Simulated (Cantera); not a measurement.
A freely propagating, adiabatic, planar premixed flame of 6.19 % CH4, 0.600 % C2H6, 19.6 % O2, 73.7 % N2, equivalence ratio 0.74, unburnt at 525 K and 0.227 atm; unity-Lewis-number transport, grid criteria slope 0.08 and curve 0.16, no radiation.

Detailed kinetics in Cantera: GRI-Mech 3.0 (53 species, 325 reactions). Unity Lewis numbers drop preferential diffusion, which matters most where H2 and H carry the flame. Burning velocities carry a grid error of a few per cent, more on coarse grids.

x: mole fraction of selected species; z is measured from the peak of heat release.

| z (mm) | T (K) | u (m/s) | x CH4 | x C2H6 | x O2 | x NO | x HO2 | x CH3 |
|---|---|---|---|---|---|---|---|---|
| -4.68 | 525 | 0.795 | 0.0619 | 0.00600 | 0.196 | <1e-8 | [?] | 1.16e-8 |
| -3.12 | 529 | 0.800 | 0.0617 | 0.00598 | 0.195 | <1e-8 | [?] | 1.42e-7 |
| -2.34 | 538 | 0.814 | 0.0612 | 0.00593 | 0.194 | 2.00e-8 | [?] | 5.92e-7 |
| -1.56 | 588 | 0.891 | 0.0586 | 0.00565 | 0.190 | 1.07e-7 | [?] | 5.17e-6 |
| -0.781 | 873 | 1.33 | 0.0433 | 0.00399 | 0.162 | 7.69e-7 | [?] | 0.000176 |
| -0.390 | 1197 | 1.85 | 0.0247 | 0.00186 | 0.127 | 1.66e-6 | [?] | 0.000987 |
| 0 | 1541 | 2.41 | 0.00539 | 0.000121 | 0.0863 | 2.98e-6 | [?] | 0.000838 |
| 0.390 | 1663 | 2.60 | 0.000288 | 3.44e-7 | 0.0666 | 4.41e-6 | [?] | 5.13e-5 |
| 0.781 | 1698 | 2.65 | 9.11e-6 | <1e-8 | 0.0613 | 5.52e-6 | [?] | 1.68e-6 |
| 1.56 | 1746 | 2.72 | 2.51e-8 | <1e-8 | 0.0579 | 7.31e-6 | [?] | <1e-8 |
| 3.12 | 1810 | 2.80 | <1e-8 | <1e-8 | 0.0557 | 1.02e-5 | [?] | <1e-8 |
| 6.25 | 1883 | 2.90 | <1e-8 | <1e-8 | 0.0542 | 1.46e-5 | [?] | <1e-8 |
| 12.5 | 1951 | 2.99 | <1e-8 | <1e-8 | 0.0527 | 2.16e-5 | [?] | <1e-8 |

Task: Fill in the missing entries.

Result: 
- -4.68, x HO2: 1.14e-7
- -3.12, x HO2: 1.31e-6
- -2.34, x HO2: 4.53e-6
- -1.56, x HO2: 1.95e-5
- -0.781, x HO2: 6.25e-5
- -0.390, x HO2: 0.000116
- 0, x HO2: 9.57e-5
- 0.390, x HO2: 1.13e-5
- 0.781, x HO2: 5.03e-6
- 1.56, x HO2: 4.22e-6
- 3.12, x HO2: 3.42e-6
- 6.25, x HO2: 2.52e-6
- 12.5, x HO2: 1.72e-6
